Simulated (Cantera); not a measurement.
Feed: 1 mol SO2, 0.22 mol O2, 38 mol N2, equilibrated at 10.0 Torr.

These are equilibrium values from Cantera (NASA tables, ideal gas, pure condensed phases), not measurements of a reactor. Candidate condensed phases: S; 32 gas species. Ions and electrons are included (thermal ionisation). Equilibrium is a limit: real reactors are often held back by kinetics, nucleation or transport.

Problem. At 2727 °C, list the 4 most abundant gas species with their mole fractions, and the condensed phases.

Solution. N2 0.926, O 0.0431, S 0.0171, SO 0.00664. Condensed: gas only.
